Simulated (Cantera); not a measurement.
An adiabatic, constant-pressure homogeneous reactor starts with H₂ : O₂ : N₂ = 1 : 0.806 : 3.03 (molar parts), at 1050 K and 0.250 bar. Integrator tolerance rtol = 1e-08.

Detailed kinetics in Cantera: GRI-Mech 3.0 (53 species, 325 reactions).

### Question
What does this change do: initial temperature 1050 to 1600 K?

### Answer
| quantity | before | after |
|---|---|---|
| time of steepest temperature rise | 0.434 ms | 38.3 µs |
| temperature at 1.00 s | 2373 K | 2615 K |
| equilibrium temperature | 2373 K | 2615 K |
| x(H₂) at 1.00 s | 0.00535 (gas-phase equilibrium 0.00535) | 0.0158 (gas-phase equilibrium 0.0158) |
| x(O₂) at 1.00 s | 0.0629 (gas-phase equilibrium 0.0629) | 0.0589 (gas-phase equilibrium 0.0589) |
| x(NO) at 1.00 s | 0.00932 (gas-phase equilibrium 0.00932) | 0.0137 (gas-phase equilibrium 0.0137) |
| x(H₂O₂) at 1.00 s | 1.42e-7 (gas-phase equilibrium 1.42e-7) | 2.04e-7 (gas-phase equilibrium 2.04e-7) |
| x(O) at 1.00 s | 0.00378 (gas-phase equilibrium 0.00378) | 0.0122 (gas-phase equilibrium 0.0122) |
| x(NO₂) at 1.00 s | 2.60e-6 (gas-phase equilibrium 2.60e-6) | 2.87e-6 (gas-phase equilibrium 2.87e-6) |
